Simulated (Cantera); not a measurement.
Cantera with NASA thermochemical tables; ideal gases at 1 bar, condensed phases pure. Values are per mole of reaction as written; species without (g) are pure solids or liquids, kept so even where they would boil at 1 bar. TaC: taken at fixed stoichiometry.

Question: Between 300 and 2625 K, where is each reaction favourable under standard conditions?
- N₂O(g) + Ta + CO(g) → 2 NO(g) + TaC

Answer: 
- N₂O(g) + Ta + CO(g) → 2 NO(g) + TaC: ΔG° is 66 kJ at 300 K and 44 kJ at 2625 K; it stays positive (K < 1). ΔH° is 75 kJ and ΔS° 12 J/K at 2625 K.
